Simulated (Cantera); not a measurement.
Charge: 1 mol PbO, 0.047 mol CO, 22 mol H2, at 927 °C.

These are equilibrium values from Cantera (NASA tables, ideal gas, pure condensed phases), not measurements of a reactor. Candidate condensed phases: C, C6H6, C7H8, C8H18, H2O, Pb, PbO, PbO2, Pb3O4; 113 gas species. The numbers say what is thermodynamically allowed, not how fast it happens.

Problem. Which condensed phases are stable at each of these points (P (Pa)): 10, 36, 130, 460, 1700, 6000, 22000, 77000, 280000, 1000000?

Solution. 
| P (Pa) | condensed phases | Pb condensed (%) |
|---|---|---|
| 10 | gas only | 0.0 |
| 36 | gas only | 0.0 |
| 130 | gas only | 0.0 |
| 460 | gas only | 0.0 |
| 1700 | Pb(l) | 13.3 |
| 6000 | Pb(l) | 76.1 |
| 22000 | Pb(l) | 93.5 |
| 77000 | Pb(l) | 98.2 |
| 280000 | Pb(l) | 99.5 |
| 1000000 | Pb(l) | 99.9 |

From 10.0 Pa to 460 Pa nothing is condensed. From 1700 Pa to 1000000 Pa the condensed part is Pb(l).
